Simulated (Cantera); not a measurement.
A freely propagating, adiabatic, planar premixed flame of CO : H₂ : CH₄ : O₂ : N₂ = 1 : 0.37 : 0.038 : 0.585 : 2.2 (molar parts), unburnt at 423 K and 0.740 bar; mixture-averaged transport, grid criteria slope 0.08 and curve 0.16, no radiation.

Detailed kinetics in Cantera: GRI-Mech 3.0 (53 species, 325 reactions). Burning velocities carry a grid error of a few per cent, more on coarse grids.

**Question.** Predict: laminar burning velocity; thermal thickness; peak x(C₂H₆); peak x(CH₂).

**Answer.** laminar burning velocity: 189 cm/s
thermal thickness: 0.662 mm
peak x(C₂H₆): 1.16e-6
peak x(CH₂): 8.74e-7
